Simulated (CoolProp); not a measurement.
Vapour-liquid equilibrium of isobutene (1) + ethanol (2) at 364.1 K; x and y are mole fractions of (1).

Values from CoolProp's multi-fluid Helmholtz-energy mixture model, Lemmon 2005 and Schroeder 2014; pair parameters Bell 2016.

```tsv
x	bubble pressure (MPa)	y at the bubble point	dew pressure at overall composition x (MPa)	liquid density (mol/L)
0.05	0.3753	0.567	0.1715	15.26
0.2	[?]	[?]	0.2039	13.98
0.35	1.149	0.869	[?]	12.78
0.5	1.243	0.883	0.3257	11.66
0.65	[?]	[?]	0.4623	10.63
0.8	1.379	0.916	0.7911	[?]
0.95	1.494	0.971	1.458	8.947
```

Problem. Fill in the missing entries.

Solution. 
- 0.2, bubble pressure (MPa): 0.8884
- 0.2, y at the bubble point: 0.823
- 0.35, dew pressure at overall composition x (MPa): 0.2511
- 0.65, bubble pressure (MPa): 1.298
- 0.65, y at the bubble point: 0.893
- 0.8, liquid density (mol/L): 9.716

No azeotrope shows between x = 0.05 and 0.95.

The pair parameters rest on a limited set of measurements; away from them the model extrapolates. With so large a gap from Raoult's law the liquid may split in two, which this calculation doesn't test in full.
